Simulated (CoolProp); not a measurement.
Vapour-liquid equilibrium of CHF3 (R23) (1) + R152A (2) at 263.7 K; x and y are mole fractions of (1).

The numbers come from the multi-fluid Helmholtz-energy mixture model, Penoncello 2003 and Outcalt 1996; pair parameters Bell 2016 in CoolProp.

```tsv
x	bubble pressure, mixture model (kPa)	bubble pressure, Raoult's law (kPa)	y, mixture model	y, Raoult's law
0.05	251.2	272.0	0.282	0.352
0.2	462.6	531.5	0.650	0.721
0.35	693.6	791.0	0.797	0.848
0.5	941.9	1051	0.876	0.912
0.65	1207	1310	0.925	0.950
0.8	1490	1570	0.961	0.976
0.95	1801	1829	0.991	0.995
```

The largest gap from Raoult's law is -13.0 % in bubble pressure, at x = 0.2. No azeotrope shows between x = 0.05 and 0.95.

Pair parameters are fitted to limited data, so mixtures are less certain than the pure fluids.
